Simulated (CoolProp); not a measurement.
Vapour-liquid equilibrium of dimethyl carbonate (1) + n-heptane (2) at 372.4 K; x and y are mole fractions of (1).

Model: multi-fluid Helmholtz-energy mixture model, Zhou 2011 and Span 2003; pair parameters Bell 2016, in CoolProp.

Q: Give the bubble pressure and the first vapour's composition at x = 0.425, 0.725, 0.8. Is there an azeotrope?

A: x = 0.425: 0.1667 MPa, y = 0.549; x = 0.725: 0.1686 MPa, y = 0.658; x = 0.8: 0.1658 MPa, y = 0.699. y crosses x between x = 0.575 and 0.65: the model has an azeotrope there.

Pair parameters are fitted to limited data, so mixtures are less certain than the pure fluids.
